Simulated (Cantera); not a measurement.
Diamond growth

A diamond (100) surface in a fixed gas of H2 with x(CH4) = 0.0023, x(H) = 0.00032, x(CH3) = 1.7e-05, at 1050 K; coverages are run to steady state.

Cantera simulation using the Harris–Goodwin 1993 mechanism for the reconstructed diamond (100) surface; the numbers are that mechanism's predictions, not measurements.

```json
[
 {"P (Pa)": "470", "growth (µm/h)": "0.00319", "θ c6HH": "0.573", "θ c6H*": "0.0220", "θ c6*H": "0.394", "θ c6**": "0.00958", "θ c6HM": "0.000951"},
 {"P (Pa)": "890", "growth (µm/h)": "0.00920", "θ c6HH": "0.572", "θ c6H*": "0.0220", "θ c6*H": "0.394", "θ c6**": "0.00957", "θ c6HM": "0.00173"},
 {"P (Pa)": "1700", "growth (µm/h)": "0.0279", "θ c6HH": "0.571", "θ c6H*": "0.0220", "θ c6*H": "0.393", "θ c6**": "0.00955", "θ c6HM": "0.00306"},
 {"P (Pa)": "3300", "growth (µm/h)": "0.0863", "θ c6HH": "0.569", "θ c6H*": "0.0219", "θ c6*H": "0.392", "θ c6**": "0.00952", "θ c6HM": "0.00520"},
 {"P (Pa)": "6200", "growth (µm/h)": "0.240", "θ c6HH": "0.567", "θ c6H*": "0.0218", "θ c6*H": "0.390", "θ c6**": "0.00948", "θ c6HM": "0.00795"},
 {"P (Pa)": "12000", "growth (µm/h)": "0.644", "θ c6HH": "0.564", "θ c6H*": "0.0217", "θ c6*H": "0.388", "θ c6**": "0.00944", "θ c6HM": "0.0112"},
 {"P (Pa)": "23000", "growth (µm/h)": "1.55", "θ c6HH": "0.562", "θ c6H*": "0.0216", "θ c6*H": "0.387", "θ c6**": "0.00940", "θ c6HM": "0.0142"},
 {"P (Pa)": "44000", "growth (µm/h)": "3.42", "θ c6HH": "0.560", "θ c6H*": "0.0215", "θ c6*H": "0.385", "θ c6**": "0.00936", "θ c6HM": "0.0165"}
]
```
θ: site fractions in the mechanism's names (c6HH fully hydrogenated, c6H* and c6*H radical sites, c6** diradical, c6HM methylated).
